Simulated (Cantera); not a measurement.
Equilibrium for silicon nitride deposition: SiHCl₃ + N₂

Feed: 1 mol SiHCl₃, 52 mol N₂, at 10000 Pa.

Cantera equilibrium calculation (NASA polynomials, part measured and part estimated; ideal gas, pure solids and liquids). Candidate condensed phases: NH₄Cl, Si, Si₃N₄; 28 gas species. The tables' values for SiCl₃, SiCl are old estimates; treat these amounts as uncertain. The numbers say what is thermodynamically allowed, not how fast it happens.

From 1525 K to 1600 K the condensed part is Si₃N₄(s). From 1675 K to 2050 K nothing is condensed. The main Si-bearing gas is SiCl₂ throughout.

| T (K) | x N₂ | x SiCl₂ | x HCl | x SiCl₄ | x SiCl₃ | x Cl | x H₂ | x H | n Si₃N₄(s) |
|---|---|---|---|---|---|---|---|---|---|
| 1525 | 0.968 | 0.00834 | 0.0167 | 0.00332 | 0.00305 | 3.27e-5 | 0.000944 | 2.30e-6 | 0.0701 |
| 1600 | 0.965 | 0.0137 | 0.0159 | 0.00118 | 0.00256 | 5.88e-5 | 0.00135 | 6.31e-6 | 0.0203 |
| 1675 | 0.964 | 0.0162 | 0.0156 | 0.000464 | 0.00190 | 0.000117 | 0.00146 | 1.41e-5 | 0 |
| 1750 | 0.964 | 0.0167 | 0.0162 | 0.000265 | 0.00158 | 0.000268 | 0.00117 | 2.52e-5 | 0 |
| 1825 | 0.963 | 0.0171 | 0.0164 | 0.000143 | 0.00126 | 0.000547 | 0.00102 | 4.45e-5 | 0 |
| 1900 | 0.963 | 0.0175 | 0.0165 | 7.14e-5 | 0.000961 | 0.000989 | 0.000992 | 7.90e-5 | 0 |
| 1975 | 0.962 | 0.0177 | 0.0162 | 3.27e-5 | 0.000696 | 0.00160 | 0.00107 | 0.000142 | 0 |
| 2050 | 0.962 | 0.0179 | 0.0158 | 1.43e-5 | 0.000490 | 0.00238 | 0.00124 | 0.000253 | 0 |
x: gas mole fraction; n: condensed amount in mol.
